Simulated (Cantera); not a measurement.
Gas mixture: 22.4 % C₃H₈, 77.6 % C₂H₂, at 10.00 Torr, frozen composition.

Cantera's kinetic-theory transport with the Lennard-Jones parameters of GRI-Mech 3.0, ideal gas; thermal conductivity in the mixture-averaged form. The composition is frozen, though it would react at the higher temperatures.

D: mixture-averaged diffusion coefficient of that species in the mixture.

```csv
T (K),ρ (kg/m³),cp (J/kg/K),μ (µPa s),λ (mW/m/K),Pr,D (cm²/s) N₂,D (cm²/s) H₂,D (cm²/s) NH₃
400,0.0121,1997,12.8,34.5,0.740,19.4,72.6,20.1
650,0.00742,2549,19.1,63.5,0.765,45.3,166,50.5
900,0.00536,2927,24.3,91.3,0.778,78.9,285,91.2
1150,0.00419,3203,28.9,118,0.784,119,429,141
1400,0.00344,3412,33.0,143,0.787,166,595,198
1650,0.00292,3576,36.8,167,0.789,218,782,262
1900,0.00254,3702,40.4,190,0.789,275,987,333
2150,0.00224,3800,43.9,[?],0.789,[?],[?],[?]
2400,0.00201,3874,47.1,[?],0.789,[?],[?],[?]
```

Q: Some entries are withheld; supply them.

A: 
- 2150, λ (mW/m/K): 211
- 2150, D (cm²/s) N₂: 338
- 2150, D (cm²/s) H₂: 1210
- 2150, D (cm²/s) NH₃: 410
- 2400, λ (mW/m/K): 232
- 2400, D (cm²/s) N₂: 406
- 2400, D (cm²/s) H₂: 1450
- 2400, D (cm²/s) NH₃: 494
